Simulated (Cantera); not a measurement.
A freely propagating, adiabatic, planar premixed flame of 9.67 % CH4, 16.2 % O2, 74.2 % N2, unburnt at 400 K and 210000 Pa; mixture-averaged transport, grid criteria slope 0.08 and curve 0.16, no radiation.

Model: GRI-Mech 3.0 (53 species, 325 reactions), integrated in Cantera. Burning velocities carry a grid error of a few per cent, more on coarse grids.

Predict: laminar burning velocity; thermal thickness; peak x(O); peak x(C2H4); peak x(CH2); peak x(HCO).


| Item | Result |
|---|---|
| laminar burning velocity | 23.0 cm/s |
| thermal thickness | 0.391 mm |
| peak x(O) | 0.000307 |
| peak x(C2H4) | 0.00102 |
| peak x(CH2) | 3.05e-5 |
| peak x(HCO) | 1.14e-5 |
